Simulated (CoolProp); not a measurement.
The numbers come from the reference Helmholtz-energy equation of state, Setzmann 1991 in CoolProp.

Task: Give the vapour pressure (MPa), enthalpy of vaporisation (kJ/kg), vapour Z, surface tension (mN/m) of saturated methane at 146.3, 156.3, 166.3 K.

Result: 
| T (K) | p (MPa) | enthalpy of vaporisation (kJ/kg) | vapour Z | surface tension (mN/m) |
|---|---|---|---|---|
| 146.3 | 0.876 | 425 | 0.839 | 6.43 |
| 156.3 | 1.37 | 388 | 0.781 | 4.71 |
| 166.3 | 2.03 | 341 | 0.709 | 3.09 |

Surface tension comes from a separate correlation (Mulero 2012).
